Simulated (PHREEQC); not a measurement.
# Arsenic or selenium liquor: speciation

Dissolve 0.00075 mol Na2SeO3 per kg of water at 61 °C. Closed to the air; pH follows from the charge balance.

All values are PHREEQC results (ion-association model, wateq4f.dat), not measurements.

This is a speciation only: nothing precipitates in the calculation.

Predict the pH, ionic strength.

pH 9.10; ionic strength 0.00212 mol/kgw.

In which forms is Se present?

SeO3-2 83 %, HSeO3- 17 % of the Se.

Species that the database lacks are ignored. At this temperature some constants are extrapolated from 25 °C, and those without enthalpy data are left unchanged.
